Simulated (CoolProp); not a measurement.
Properties of oxygen along the isobar 596 kPa.

The numbers come from the reference Helmholtz-energy equation of state, Schmidt 1985 in CoolProp. Above 300 K oxygen's equation is extrapolated.

| T (°C) | phase | Z | cp (kJ/(kg K)) | Joule-Thomson coefficient (K/MPa) | isothermal compressibility (1/MPa) | viscosity (µPa s) | conductivity (mW/(m K)) |
|---|---|---|---|---|---|---|---|
| -190.75 | liquid | 0.02359 | 1.682 | -0.3362 | 0.001576 | 244 | 162 |
| -158.55 | gas | 0.8967 | 1.081 | 15.71 | 1.896 | 8.91 | 11.2 |
| -126.35 | gas | 0.9525 | 0.9798 | 9.568 | 1.765 | 11.3 | 14.0 |
| -94.05 | gas | 0.9744 | 0.9471 | 6.672 | 1.723 | 13.5 | 16.8 |
| -61.85 | gas | 0.9851 | 0.9336 | 4.988 | 1.703 | (withheld) | 19.5 |
| -29.65 | gas | 0.9910 | 0.9278 | 3.880 | 1.693 | 17.5 | 22.2 |
| 2.55 | gas | 0.9946 | 0.9265 | 3.090 | 1.687 | 19.4 | 24.8 |
| 34.85 | gas | 0.9968 | (withheld) | 2.495 | 1.683 | 21.2 | 27.3 |
| 67.05 | gas | 0.9983 | 0.9327 | (withheld) | 1.681 | 22.9 | 29.8 |

Question: What belongs in the gaps?

Answer: 
- -61.85, viscosity (µPa s): 15.6
- 34.85, cp (kJ/(kg K)): 0.9283
- 67.05, Joule-Thomson coefficient (K/MPa): 2.033

Viscosity comes from a separate model (Lemmon 2004). Thermal conductivity comes from a separate model (Lemmon 2004).
